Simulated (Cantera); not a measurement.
A closed system holds: 1 mol Si₃N₄, 26 mol H₂O, at 0.200 bar.

These are equilibrium values from Cantera (NASA tables, ideal gas, pure condensed phases), not measurements of a reactor. Candidate condensed phases: H₂O, Si, SiO₂, Si₂N₂O, Si₃N₄; 35 gas species. The tables hold silica as quartz up to 1696 K and as liquid above; real silica turns to tridymite and cristobalite and melts near 1996 K. Gases not in the tables: Si(OH)₄. Equilibrium is a limit: real reactors are often held back by kinetics, nucleation or transport.

Q: At 1375 K, list the 3 most abundant gas species with their mole fractions, and the condensed phases.

A: H₂O 0.714, H₂ 0.214, N₂ 0.0714. Condensed: SiO₂(β-quartz).
